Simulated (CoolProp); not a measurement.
The fluid at 450.62 K and 0.299 MPa is throttled through a valve to 0.179 MPa with no heat exchange. The same conditions are run with several fluids, on thermodynamics alone (safety and materials aside).

Model: reference Helmholtz-energy equation of state of each fluid (carbonyl sulfide: Lemmon 2006; propane: Lemmon 2009; neopentane: Lemmon 2006; dimethyl carbonate: Zhou 2011; hexamethyldisiloxane (MM): Thol 2016), in CoolProp.

```tsv
fluid	temperature change (K)	final density (kg/m³)
carbonyl sulfide	-0.9	2.89
propane	-0.6	2.13
neopentane	-0.8	3.51
dimethyl carbonate	-1.5	4.43
hexamethyldisiloxane (MM)	-1.8	8.26
```
